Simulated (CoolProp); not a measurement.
Saturated liquid density (kg/m³) of propylene: the reference equation beside estimates from Tc = 364.2 K, pc = 4.555 MPa, ω = 0.146.

Computed with CoolProp (reference Helmholtz-energy equation of state, Lemmon 2013).

| T (K) | reference | van der Waals | Soave-Redlich-Kwong |
|---|---|---|---|
| 223.2 | 612.9 | 386.7 | 575.9 |
| 227.8 | 607.2 | 383.3 | 570.3 |
| 232.5 | 601.3 | 379.6 | 564.5 |
| 237.1 | 595.5 | 376.0 | 558.5 |
| 241.8 | 589.4 | 372.3 | 552.3 |
| 246.4 | 583.4 | 368.5 | 546.0 |
| 251.1 | 577.1 | 364.6 | 539.4 |
| 255.8 | 570.8 | 360.5 | 532.6 |
| 260.4 | 564.4 | 356.5 | 525.7 |
| 265.1 | 557.8 | 352.3 | 518.4 |
| 269.7 | 551.2 | 348.0 | 511.1 |
| 274.4 | 544.3 | 343.5 | 503.3 |

Absolute difference from the reference over all 12 rows, mean and median: van der Waals 36.9 and 36.9 %, Soave-Redlich-Kwong 6.6 and 6.5 %.
